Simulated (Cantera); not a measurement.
Adiabatic ignition

An adiabatic, constant-pressure homogeneous reactor starts with CH4 : O2 : N2 = 1 : 1.67 : 5.67 (molar parts), equivalence ratio 1.2, at 1500 K and 150000 Pa.

Computed with Cantera and GRI-Mech 3.0 (53 species, 325 reactions).

| t (s) | T (K) | x CH4 | x O2 | x H2 | x OH | x CH2 | x H2O2 |
|---|---|---|---|---|---|---|---|
| 1.00e-6 | 1500 | 0.120 | 0.200 | 2.97e-8 | 5.37e-9 | <1e-12 | 8.12e-10 |
| 2.45e-6 | 1500 | 0.120 | 0.200 | 8.44e-8 | 6.79e-9 | <1e-12 | 4.34e-9 |
| 6.02e-6 | 1500 | 0.120 | 0.200 | 2.26e-7 | 1.02e-8 | <1e-12 | 2.01e-8 |
| 1.48e-5 | 1500 | 0.120 | 0.200 | 6.24e-7 | 2.10e-8 | <1e-12 | 7.17e-8 |
| 3.62e-5 | 1500 | 0.120 | 0.200 | 2.01e-6 | 5.39e-8 | 8.16e-12 | 1.85e-7 |
| 8.88e-5 | 1500 | 0.120 | 0.200 | 9.53e-6 | 1.63e-7 | 9.37e-11 | 3.17e-7 |
| 0.000218 | 1501 | 0.119 | 0.200 | 7.29e-5 | 5.12e-7 | 9.00e-10 | 4.75e-7 |
| 0.000534 | 1514 | 0.116 | 0.198 | 0.000857 | 2.43e-6 | 8.12e-9 | 2.38e-6 |
| 0.00131 | 2829 | <1e-12 | 0.00913 | 0.0358 | 0.0194 | <1e-12 | 2.63e-7 |
| 0.00321 | 2821 | <1e-12 | 0.00825 | 0.0365 | 0.0185 | <1e-12 | 2.47e-7 |
| 0.00788 | 2821 | <1e-12 | 0.00821 | 0.0365 | 0.0185 | <1e-12 | 2.46e-7 |
| 0.0193 | 2821 | <1e-12 | 0.00821 | 0.0365 | 0.0185 | <1e-12 | 2.46e-7 |
| 0.0474 | 2821 | <1e-12 | 0.00821 | 0.0365 | 0.0185 | <1e-12 | 2.46e-7 |
| 0.116 | 2821 | <1e-12 | 0.00821 | 0.0365 | 0.0185 | <1e-12 | 2.46e-7 |
| 0.285 | 2821 | <1e-12 | 0.00821 | 0.0365 | 0.0185 | <1e-12 | 2.46e-7 |
| 0.700 | 2821 | <1e-12 | 0.00821 | 0.0365 | 0.0185 | <1e-12 | 2.46e-7 |
x: mole fraction; the columns are a selection and need not sum to one.

```
Property                                                             Value
---------------------------------  ---------------------------------------
time of steepest temperature rise                                 0.864 ms
temperature at 0.700 s                                              2821 K
equilibrium temperature                                             2821 K
x(CH4) at 0.700 s                    <1e-12 (gas-phase equilibrium <1e-12)
x(O2) at 0.700 s                   0.00821 (gas-phase equilibrium 0.00821)
x(H2) at 0.700 s                     0.0365 (gas-phase equilibrium 0.0365)
```
